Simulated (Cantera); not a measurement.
A perfectly stirred reactor is fed with CH4 : O2 : N2 : H2O = 1 : 1.33 : 5.01 : 0.3 (molar parts), at 140000 Pa; it is adiabatic with a 375 K inlet, and is followed from long to short residence time, starting on the burning branch (τ in s: 0.048, 0.02, 0.0083, 0.0034, 0.0014, 0.0006, 0.00025, 0.0001, 4.3e-05, 1.8e-05, 7.5e-06, 3.1e-06).

Cantera simulation using GRI-Mech 3.0 (53 species, 325 reactions); the numbers are that mechanism's predictions, not measurements.

Task: What does this change do: H2O 0.3 to 0.42 parts?

Result: 
```tsv
quantity	before	after
blow-out, bracketed by the residence times tried	burning at 1.40 ms, out at 0.600 ms	burning at 1.40 ms, out at 0.600 ms
x(CH4) at τ = 48.0 ms	0.00309	0.00356
x(O2) at τ = 48.0 ms	0.000595	0.000687
x(H2O) at τ = 48.0 ms	0.199	0.210
x(C2H2) at τ = 48.0 ms	0.00165	0.00191
x(HCN) at τ = 48.0 ms	4.17e-5	3.21e-5
x(CH4) at τ = 0.250 ms	0.131	0.129
x(O2) at τ = 0.250 ms	0.174	0.171
x(H2O) at τ = 0.250 ms	0.0393	0.0541
x(C2H2) at τ = 0.250 ms	<1e-12	<1e-12
x(HCN) at τ = 0.250 ms	<1e-12	<1e-12
```
